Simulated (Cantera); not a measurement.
A closed system holds: 1 mol Si3H8, 0.03 mol Cl2, 110 mol H2, at 1350 K and 750 Torr.

These are equilibrium values from Cantera (NASA tables, ideal gas, pure condensed phases), not measurements of a reactor. Candidate condensed phases: Si; 19 gas species. The feed counts by its element totals alone. Kinetics and transport are ignored.

Base state: H2 0.999, HCl 0.000524 (mole fractions); condensed: Si(s).

Question: What changes in the equilibrium state with this change: Cl2 from 0.03 to 0.38 mol?

Answer: 
```
species       before     after
----------  --------  --------
H2             0.999     0.994
HCl         0.000524   0.00633
SiCl2        7.72e-7  0.000113
SiHCl3       6.18e-9   1.10e-5
SiH2Cl2      9.85e-8   1.44e-5
Si(s), mol      3.00      2.98
```
